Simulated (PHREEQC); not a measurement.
Solution (25 °C): 0.036 mol/kgw HCl, 0.0017 mol/kgw LiCl and 0.0013 mol/kgw Fe2(SO4)3. Closed to the air; pH follows from the charge balance.

All values are PHREEQC results (ion-association model, phreeqc.dat), not measurements.

| quantity | before | after |
|---|---|---|
| pH | 1.53 | 3.02 |
| ionic strength (mol/kgw) | 0.0447 | 0.0103 |
| HSO4- (mol/kgw) | 0.00158 | 0.000157 |
| FeSO4+ (mol/kgw) | 0.00117 | 0.00136 |
| SO4-2 (mol/kgw) | 0.000960 | 0.00228 |
| Fe+3 (mol/kgw) | 0.000765 | 0.000168 |
| SI of Goethite (FeOOH) | +1.88 | +5.92 |
| SI of Hematite (Fe2O3) | +5.76 | +13.85 |

Task: Which change was made?
A) diluted 100-fold with water
B) Fe2(SO4)3 from 0.0013 to 0.00065 mol/kgw
C) 0.0014 mol/kgw NH3 added
D) LiCl from 0.0017 to 0.0085 mol/kgw
E) HCl left out

Result: E, HCl left out

Precipitation was switched off in this run. Some of these states are supersaturated (in Hematite (slow to form), Goethite (slow to form), for instance).
